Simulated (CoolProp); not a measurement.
Vapour-liquid equilibrium of carbon dioxide (1) + R227EA (2) at -37.25 °C; x and y are mole fractions of (1).

Values from CoolProp's multi-fluid Helmholtz-energy mixture model, Span 1996 and Lemmon 2016; pair parameters Bell 2016.

```tsv
x	bubble pressure (MPa)	y at the bubble point	dew pressure at overall composition x (MPa)	liquid density (mol/L)
0.05	0.08673	0.582	0.03919	9.838
0.2	0.2400	0.865	0.04639	11.00
0.35	0.3936	0.928	0.05677	12.41
0.5	0.5457	0.957	0.07307	14.16
0.65	0.7008	0.974	0.1024	16.39
0.8	0.8664	0.987	0.1709	19.33
0.95	1.048	0.997	0.5003	23.39
```

No azeotrope shows between x = 0.05 and 0.95.

The pair parameters rest on a limited set of measurements; away from them the model extrapolates.
